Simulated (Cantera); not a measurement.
A freely propagating, adiabatic, planar premixed flame of 27.0 % H₂, 13.8 % O₂, 59.2 % N₂, unburnt at 425 K and 2.50 bar; mixture-averaged transport, grid criteria slope 0.08 and curve 0.16, no radiation.

Computed with Cantera and the H2/O2 subset of GRI-Mech 3.0, which has no nitrogen chemistry. The hydrogen kinetics of GRI-Mech 3.0 are dated; newer H2 mechanisms differ, most at raised pressure. Burning velocities carry a grid error of a few per cent, more on coarse grids.

### Question
Predict: laminar burning velocity; thermal thickness; peak x(H); peak x(O); peak x(H₂O₂); peak x(HO₂).

### Answer
- laminar burning velocity: 321 cm/s
- thermal thickness: 0.129 mm
- peak x(H): 0.0277
- peak x(O): 0.00732
- peak x(H₂O₂): 9.08e-5
- peak x(HO₂): 0.000679
